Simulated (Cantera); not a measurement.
An adiabatic, constant-pressure homogeneous reactor starts with CO : H2 : O2 : N2 = 1 : 1 : 2.33 : 21.2 (molar parts), at 1400 K and 9.80 bar.

Cantera simulation using GRI-Mech 3.0 (53 species, 325 reactions); the numbers are that mechanism's predictions, not measurements. The hydrogen kinetics of GRI-Mech 3.0 are dated; newer H2 mechanisms differ, most at raised pressure.

One state of this run: T (K) = 1864; x CO = 0.0124; x H2 = 0.000550; x O2 = 0.0589; x NO = 1.01e-5; x H2O = 0.0385; x N2O = 3.26e-6. x: mole fraction; the columns are a selection and need not sum to one.

Which value of t (s) does it belong to?
A. 0.00234
B. 0.0765
C. 2.24e-5
D. 8.00

C, 2.24e-5
